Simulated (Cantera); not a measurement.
Thermodynamics of silicon oxide and oxynitride deposition, feed TEOS + O3 + N2

A closed system holds: 1 mol TEOS, 0.14 mol O3, 4.7 mol N2, held at 875 K.

Cantera equilibrium calculation (NASA polynomials, part measured and part estimated; ideal gas, pure solids and liquids). Candidate condensed phases: C, C6H6, C7H8, C8H18, H2O, Si, SiC, SiO2, Si2N2O, Si3N4; 151 gas species. The feed counts by its element totals alone. The numbers say what is thermodynamically allowed, not how fast it happens.

```
P (Pa)  log p H2  log p N2  log p CO  log p CH4  log p H2O  log p CO2  n C(graphite)  n SiO2(β-quartz)
------  --------  --------  --------  ---------  ---------  ---------  -------------  ----------------
5          -4.53     -4.86     -5.15      -9.43      -9.08      -9.27           5.58              1.00
21         -3.91     -4.24     -4.53      -8.18      -7.83      -8.02           5.58              1.00
85         -3.30     -3.63     -3.92      -6.97      -6.62      -6.81           5.59              1.00
350        -2.69     -3.02     -3.31      -5.74      -5.39      -5.59           5.60              1.00
1400       -2.09     -2.41     -2.73      -4.54      -4.21      -4.43           5.66              1.00
5900       -1.47     -1.78     -2.17      -3.31      -3.04      -3.31           5.84              1.00
24000      -0.89     -1.14     -1.72      -2.14      -2.00      -2.41           6.02              1.00
100000     -0.35     -0.49     -1.35      -1.07      -1.09      -1.67           5.82              1.00
```
log p: log10 of the partial pressure in bar; n: condensed amount in mol.

From 5.00e-5 bar to 1.00 bar the condensed part is C(graphite) + SiO2(β-quartz).
